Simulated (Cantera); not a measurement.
Input: 1 mol MgO, 0.13 mol H₂S, 11 mol N₂, equilibrated at 1650 K and 0.170 bar.

Equilibrium computed with Cantera from the NASA thermochemical tables; the gas is ideal and each condensed phase is pure. Candidate condensed phases: H₂O, H₂SO₄, Mg, MgO, Mg(OH)₂, MgS, MgSO₄, S; 43 gas species. Mutual solubility and eutectic melting of coexisting phases are not modelled. Rates play no part.

Base state: N₂ 0.983, H₂ 0.0108, S₂ 0.00533, H₂S 0.000608, SH 0.000211, H₂O 0.000121, S 3.51e-5, H 2.29e-5 (mole fractions); condensed: MgO(s) + MgS(s).

Task: What changes in the equilibrium state with this change: pressure from 0.170 bar to 13.0 bar?

Result: 
```csv
species,before,after
N₂,0.983,0.984
H₂,0.0108,0.00770
S₂,0.00533,0.00381
H₂S,0.000608,0.00321
Mg,1.77e-5,3.13e-8
S,3.51e-5,3.39e-6
H,2.29e-5,2.21e-6
"MgO(s), mol",0.999,0.993
"MgS(s), mol",0.00118,0.00722
```
